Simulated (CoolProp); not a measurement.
Saturation properties of CHF3 (R23).

Model: reference Helmholtz-energy equation of state, Penoncello 2003, in CoolProp.

| T (°C) | p (MPa) | liquid density (kg/m³) | enthalpy of vaporisation (kJ/kg) | vapour viscosity (µPa s) | liquid conductivity (mW/(m K)) |
|---|---|---|---|---|---|
| -78.85 | 0.1213 | 1434 | 236.7 | 9.64 | 132 |
| -74.25 | 0.1556 | 1416 | 232.9 | 9.89 | 128 |
| -69.75 | 0.1961 | 1398 | 228.9 | 10.1 | 125 |
| -65.25 | 0.2444 | 1380 | 224.9 | 10.4 | 121 |
| -60.65 | 0.3028 | 1361 | 220.6 | 10.6 | 118 |
| -56.15 | 0.3698 | 1342 | 216.2 | 10.9 | 115 |
| -51.65 | 0.4475 | 1323 | 211.7 | 11.1 | 112 |
| -47.05 | 0.5392 | 1302 | 206.9 | 11.4 | 109 |
| -42.55 | 0.6421 | 1282 | 201.9 | 11.7 | 106 |
| -38.05 | 0.7590 | 1260 | 196.7 | 11.9 | 103 |
| -33.45 | 0.8945 | 1238 | 191.2 | 12.2 | 100 |
| -28.95 | 1.044 | 1215 | 185.4 | 12.5 | 97.4 |

It boils at -82.0 °C under 1 atm.

Viscosity comes from a separate model (Shan 2000). Thermal conductivity comes from a separate model (Shan 2000).
